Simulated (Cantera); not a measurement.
Input: 1 mol HMDSO, 10 mol N2O, at 0.000100 bar.

These are equilibrium values from Cantera (NASA tables, ideal gas, pure condensed phases), not measurements of a reactor. Candidate condensed phases: C, C6H6, C7H8, C8H18, H2O, Si, SiC, SiO2, Si2N2O, Si3N4; 151 gas species. The feed counts by its element totals alone. The tables hold silica as quartz up to 1696 K and as liquid above; real silica turns to tridymite and cristobalite and melts near 1996 K. Rates play no part.

### Question
At 1050 °C, list the 5 most abundant gas species with their mole fractions, and the condensed phases.

### Answer
N2 0.400, H2 0.331, CO 0.229, H2O 0.0291, CO2 0.0109. Condensed: SiO2(β-quartz).
